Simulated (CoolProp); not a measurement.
The numbers come from the reference Helmholtz-energy equation of state, Gao 2022 in CoolProp.

Question: For n-perfluorohexane, give the phase and the density (kg/m³), cp (kJ/(kg K)) at 384.2 K and 0.147 MPa; 384.2 K and 0.761 MPa; 384.2 K and 1.15 MPa.

Answer: 
- 384.2 K and 0.147 MPa: gas; density 16.4, cp 0.947
- 384.2 K and 0.761 MPa: liquid; density 1380, cp 1.20
- 384.2 K and 1.15 MPa: liquid; density 1390, cp 1.19
